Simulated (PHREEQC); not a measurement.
0.075 g of hydrous ferric oxide (600 m²/g; 0.2 weak and 0.005 strong sites per Fe, Dzombak-Morel constants, diffuse double layer) in 1 kg of water with 0.3 mol/kgw of an inert sodium salt and 0.38 mmol/kgw Ag2SO4 and 0.00025 mmol/kgw ZnCl2, at 25 °C; the pH is set by adding NaOH or the inert anion's acid. O2 is buffered at 0.21 atm. CO2 from the air is kept out. No solid was allowed to form.

Base run: PHREEQC, ion-association model, wateq4f.dat. Each further column changes one thing. The table gives Zn sorbed (%).

```csv
pH,base,no electrostatic term (-no_edl),background salt from 0.3 to 0.03 mol/kgw,oxide from 0.075 to 0.38 g/kgw
4,0.0,0.0,0.0,0.0
4.5,0.1,0.1,0.1,0.3
5,0.5,0.6,0.8,2.3
5.5,2.3,5.6,3.9,10.4
6,6.3,28.6,9.7,25.1
6.5,16.0,52.9,22.3,49.3
7,44.5,73.2,53.7,80.4
7.5,81.9,90.9,87.0,95.9
8,96.2,96.8,97.6,99.3
8.5,98.9,98.0,99.3,99.8
9,98.7,95.8,99.1,99.8
9.5,94.0,78.2,96.1,99.6
10,65.6,28.2,75.5,98.3
```

In at least one series the solution becomes supersaturated in solids that the run did not let form, among them Ag2O.
